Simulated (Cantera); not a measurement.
Silicon oxide and oxynitride deposition: SiH2Cl2 + N2O + H2

A closed system holds: 1 mol SiH2Cl2, 0.4 mol N2O, 0.14 mol H2, held at 7.70 mbar.

Cantera equilibrium calculation (NASA polynomials, part measured and part estimated; ideal gas, pure solids and liquids). Candidate condensed phases: H2O, NH4Cl, Si, SiO2, Si2N2O, Si3N4; 47 gas species. Mutual solubility and eutectic melting of coexisting phases are not modelled. The tables' values for SiCl3 are old estimates; treat these amounts as uncertain. The tables hold silica as quartz up to 1696 K and as liquid above; real silica turns to tridymite and cristobalite and melts near 1996 K. The numbers say what is thermodynamically allowed, not how fast it happens.

From 698 K to 998 K the condensed part is Si2N2O(s). From 1048 K to 1298 K the condensed part is SiO2(β-quartz) + Si2N2O(s). The main Si-bearing gas is SiCl4 throughout.

| T (K) | x HCl | x H2 | x SiCl4 | x SiCl3 | x SiCl2 | x SiHCl3 | x N2 | n Si2N2O(s) | n SiO2(β-quartz) |
|---|---|---|---|---|---|---|---|---|---|
| 698 | 0.619 | 0.278 | 0.103 | 1.29e-8 | <1e-12 | 9.16e-6 | 7.22e-7 | 0.400 | 0 |
| 748 | 0.619 | 0.278 | 0.103 | 9.92e-8 | 1.80e-11 | 2.04e-5 | 1.46e-6 | 0.400 | 0 |
| 798 | 0.619 | 0.278 | 0.103 | 5.87e-7 | 3.78e-10 | 4.08e-5 | 2.73e-6 | 0.400 | 0 |
| 848 | 0.619 | 0.278 | 0.103 | 2.80e-6 | 5.51e-9 | 7.52e-5 | 4.77e-6 | 0.400 | 0 |
| 898 | 0.619 | 0.278 | 0.103 | 1.12e-5 | 5.92e-8 | 0.000129 | 7.93e-6 | 0.400 | 0 |
| 948 | 0.619 | 0.278 | 0.103 | 3.86e-5 | 4.91e-7 | 0.000208 | 1.26e-5 | 0.400 | 0 |
| 998 | 0.619 | 0.278 | 0.103 | 0.000117 | 3.28e-6 | 0.000320 | 1.91e-5 | 0.400 | 0 |
| 1048 | 0.619 | 0.278 | 0.102 | 0.000318 | 1.81e-5 | 0.000470 | 2.82e-5 | 0.400 | 2.70e-5 |
| 1098 | 0.620 | 0.277 | 0.102 | 0.000783 | 8.49e-5 | 0.000661 | 4.06e-5 | 0.400 | 3.90e-5 |
| 1148 | 0.621 | 0.276 | 0.100 | 0.00176 | 0.000342 | 0.000893 | 5.83e-5 | 0.400 | 5.59e-5 |
| 1198 | 0.623 | 0.274 | 0.0970 | 0.00361 | 0.00119 | 0.00115 | 8.60e-5 | 0.400 | 8.17e-5 |
| 1248 | 0.629 | 0.269 | 0.0910 | 0.00668 | 0.00353 | 0.00137 | 0.000138 | 0.400 | 0.000125 |
| 1298 | 0.638 | 0.259 | 0.0808 | 0.0109 | 0.00878 | 0.00148 | 0.000256 | 0.399 | 0.000208 |
x: gas mole fraction; n: condensed amount in mol.
